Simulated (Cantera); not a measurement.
Feed: 1 mol Si, 0.044 mol CO2, 38 mol CO, at 1.00 Torr.

Equilibrium computed with Cantera from the NASA thermochemical tables; the gas is ideal and each condensed phase is pure. Candidate condensed phases: C, Si, SiC, SiO2; 20 gas species. Mutual solubility and eutectic melting of coexisting phases are not modelled. The tables hold silica as quartz up to 1696 K and as liquid above; real silica turns to tridymite and cristobalite and melts near 1996 K. Equilibrium is a limit: real reactors are often held back by kinetics, nucleation or transport.

log p: log10 of the partial pressure in bar; n: condensed amount in mol.

```json
[
 {"T (K)": "1000", "log p CO": "-2.88", "log p SiO": "<-14", "log p CO2": "-6.00", "n C(graphite)": "1.98", "n SiO2(β-quartz)": "1.00", "n SiC(s)": "0"},
 {"T (K)": "1050", "log p CO": "-2.88", "log p SiO": "?", "log p CO2": "?", "n C(graphite)": "1.97", "n SiO2(β-quartz)": "1.00", "n SiC(s)": "0"},
 {"T (K)": "1100", "log p CO": "-2.88", "log p SiO": "-11.76", "log p CO2": "-6.80", "n C(graphite)": "1.96", "n SiO2(β-quartz)": "1.00", "n SiC(s)": "0"},
 {"T (K)": "1150", "log p CO": "-2.88", "log p SiO": "-10.34", "log p CO2": "-7.15", "n C(graphite)": "1.96", "n SiO2(β-quartz)": "1.000", "n SiC(s)": "0"},
 {"T (K)": "1200", "log p CO": "-2.88", "log p SiO": "-9.05", "log p CO2": "-7.47", "n C(graphite)": "1.96", "n SiO2(β-quartz)": "1.000", "n SiC(s)": "0"},
 {"T (K)": "1250", "log p CO": "-2.88", "log p SiO": "?", "log p CO2": "?", "n C(graphite)": "1.96", "n SiO2(β-quartz)": "1.000", "n SiC(s)": "0"},
 {"T (K)": "1300", "log p CO": "-2.88", "log p SiO": "-6.76", "log p CO2": "-8.04", "n C(graphite)": "1.95", "n SiO2(β-quartz)": "0.995", "n SiC(s)": "0"},
 {"T (K)": "1350", "log p CO": "-2.88", "log p SiO": "-5.79", "log p CO2": "-8.24", "n C(graphite)": "0", "n SiO2(β-quartz)": "0.318", "n SiC(s)": "0.637"}
]
```

Task: Fill in the missing entries.

Result: 
- 1050, log p SiO: -13.31
- 1050, log p CO2: -6.42
- 1250, log p SiO: -7.86
- 1250, log p CO2: -7.77
